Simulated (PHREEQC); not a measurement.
Silver or lead bath

Solution (20 °C): 77.4 mmol/kgw AgF and 1.5 mmol/kgw HNO3. Closed to the air; pH follows from the charge balance.

All values are PHREEQC results (ion-association model, wateq4f.dat), not measurements.

The pH is 4.79 and the ionic strength is 0.0700 mol/kgw. The total alkalinity is -1.50 meq/kg.

| species | molality | activity | log γ |
|---|---|---|---|
| Ag+ | 0.0700 | 0.0562 | -0.095 |
| F- | 0.0682 | 0.0539 | -0.103 |
| AgF | 0.00740 | 0.00752 | 0.007 |
| NO3- | 0.00147 | 0.00115 | -0.106 |
| HF | 0.00117 | 0.00119 | 0.007 |
| HF2- | 0.000299 | 0.000236 | -0.103 |
| AgNO3 | 3.26e-5 | 3.31e-5 | 0.007 |
| H+ | 1.92e-5 | 1.61e-5 | -0.075 |
| H2F2 | 4.35e-6 | 4.42e-6 | 0.007 |

No solid was allowed to form. Complexes and solids missing from the database can't appear.
